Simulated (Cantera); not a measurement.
Charge: 1 mol B2O3, 5.9 mol H2, 9.8 mol NH3, at 0.133 bar.

These are equilibrium values from Cantera (NASA tables, ideal gas, pure condensed phases), not measurements of a reactor. Candidate condensed phases: B, BN, B2O3, B3O3H3, H2O; 39 gas species. Mutual solubility and eutectic melting of coexisting phases are not modelled. Gases not in the tables: H3BO3. Kinetics and transport are ignored.

**Question.** At 1098 K, list the 5 most abundant gas species with their mole fractions, and the condensed phases.

**Answer.** H2 0.806, N2 0.192, H2O 0.00221, HBO2 2.17e-5, NH3 1.36e-5. Condensed: BN(s) + B2O3(l).
